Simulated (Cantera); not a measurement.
Mixture: CH3OH : O2 : N2 = 1 : 2.73 : 8.45 (molar parts), equivalence ratio 0.55, at 1000000 Pa, adiabatic and at constant pressure. Ignition delay is the time to a rise of 400 K.

Model: GRI-Mech 3.0 (53 species, 325 reactions), integrated in Cantera. GRI-Mech 3.0 was tuned for natural gas; its chemistry of methanol as a main component is partial and can be far from experiment.

Problem. What does this change do: 0.13 parts H2 added?

Solution. 
```tsv
quantity	before	after
delay at 1175 K	2.49 ms	2.02 ms
delay at 1375 K	0.133 ms	0.124 ms
delay at 1575 K	18.4 µs	17.6 µs
delay at 1775 K	4.53 µs	4.36 µs
delay at 1975 K	1.54 µs	1.49 µs
apparent activation energy between 1875 and 2075 K	150 kJ/mol	150 kJ/mol
```

Problem. What does this change do: 0.14 parts H2O added?

Solution. 
```tsv
quantity	before	after
delay at 1175 K	2.49 ms	2.43 ms
delay at 1375 K	0.133 ms	0.129 ms
delay at 1575 K	18.4 µs	17.7 µs
delay at 1775 K	4.53 µs	4.30 µs
delay at 1975 K	1.54 µs	1.46 µs
apparent activation energy between 1875 and 2075 K	150 kJ/mol	150 kJ/mol
```
